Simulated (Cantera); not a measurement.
A Cantera script and what it prints.

```python
import numpy as np
import cantera as ct

gas_names = """
    H HNO HNO2 HNO3 HO2 H2 H2O H2O2 N NH NH2 NH3 NH2OH NO NO2 NO3 N2 N2H2 N2H4 N2O O OH O2 O3 Pb PbO Pb2
""".split()
cond_names = """
    H2O(s) H2O(L) Pb(cr) Pb(L) PbO(rd) PbO(yw) PbO(L) PbO2(s) Pb3O4(s)
""".split()


# ... load() reads the species with a 1 bar reference pressure and builds the phases ...
atoms = {
    'PbO': {'Pb': 1, 'O': 1},
    'H2': {'H': 2},
    'N2': {'N': 2},
}
top_T = {'Pb3O4(s)': 820}  # K; cautious upper limits of use, not melting points


# ... equilibrate(T, P, feed) seeds the gas with the atoms and calls Mixture.equilibrate('TP', solver="vcs", rtol=1e-11, max_steps=5000) ...
results = []
feed = {'PbO': 1, 'H2': 0.5, 'N2': 0.52}  # mol
T = 1500  # K
for P in [10, 52, 270, 1400, 7200, 37000, 190000, 1000000]:
    mix = equilibrate(T, P, feed)
    results.append((T, P, feed, dict(zip(mix.species_names, mix.species_moles))))

top = {s: max(r[3][s] / sum(r[3][g] for g in gas_names) for r in results) for s in gas_names}
cols = sorted((s for s in top if top[s] > 0.0001), key=lambda s: -top[s])[:5]
seen = [c for c in cond_names if any(r[3].get(c, 0) > 1e-12 for r in results)]
print("log10 of partial pressures in bar; condensed amounts in mol")
print(f"{'P/Pa':>10s}" + "".join(f"{s[:9]:>10s}" for s in cols + seen))
for T, P, feed, n in results:
    ng = sum(n[g] for g in gas_names)
    print(f"{P:10.4g}" + "".join(f"{np.log10(max(n[s] / ng * P / 1e5, 1e-99)):10.3f}" for s in cols)
          + "".join(f"{n.get(c, 0):10.4g}" for c in seen))
```

It prints:

```
log10 of partial pressures in bar; condensed amounts in mol
      P/Pa        N2       H2O        Pb       PbO        O2     Pb(L)    PbO(L)
        10    -4.610    -4.628    -4.483    -4.845    -5.335         0         0
        52    -3.883    -3.901    -3.826    -3.989    -4.937         0         0
       270    -3.161    -3.179    -3.153    -3.205    -4.714         0         0
      1400    -2.444    -2.461    -2.455    -2.467    -4.635         0         0
      7200    -1.665    -1.683    -1.683    -2.054    -5.354         0    0.2879
   3.7e+04    -0.765    -0.783    -1.610    -2.054    -5.500     0.425    0.4738
   1.9e+05    -0.022    -0.039    -1.610    -2.054    -5.500     0.486    0.4957
     1e+06     0.706     0.688    -1.610    -2.054    -5.500     0.497    0.4996
```

Cantera equilibrium calculation (NASA polynomials, part measured and part estimated; ideal gas, pure solids and liquids). Each liquid is taken as pure. Mutual solubility and eutectic melting of coexisting phases are not modelled. Gases not in the tables: (PbO)n polymers.
